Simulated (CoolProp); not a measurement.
Computed with CoolProp (reference Helmholtz-energy equation of state, Fiedler 2023).

Q: Give the vapour pressure (kPa), liquid density (kg/m³), vapour density (kg/m³), enthalpy of vaporisation (kJ/kg) of saturated tetrahydrofuran at 113.75, 120.15 °C.

A: 
```
T (°C)  p (kPa)  liquid density (kg/m³)  vapour density (kg/m³)  enthalpy of vaporisation (kJ/kg)
------  -------  ----------------------  ----------------------  --------------------------------
113.75      384                     778                    9.30                               378
120.15      446                     769                    10.7                               372
```
